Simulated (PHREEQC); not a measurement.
1 kg of water holding 0.004 mol/kgw MgSO4 and 0.1 mol/kgw KCl is evaporated at 40 °C; the solids stay in contact with the brine. CO2 from the air is kept out. Only these solids could form: Arcanite, Bischofite, Brucite, Carnallite, Epsomite, Hexahydrite, Kainite, Kieserite, Leonite, Misenite, Schoenite, Sylvite, MgCl2_4H2O.

Base run: PHREEQC, Pitzer model, pitzer.dat. Each further column changes one thing. The table gives water activity.

```
H2O removed (mol)   base  temperature from 40 to 5 °C  temperature from 40 to 25 °C
-----------------  -----  ---------------------------  ----------------------------
0                  0.997                        0.997                         0.997
24.69              0.994                        0.994                         0.994
41.44              0.987                        0.987                         0.987
47.7               0.977                        0.977                         0.977
51.94              0.949                        0.950                         0.949
53.53              0.906                        0.909                         0.907
54.41              0.827                        0.873                         0.838
55.01              0.811                        0.868                         0.833
55.23              0.802                        0.857                         0.823
```

Away from 25 °C the constants follow the database's enthalpies or fits; those with neither stay at their 25 °C values.
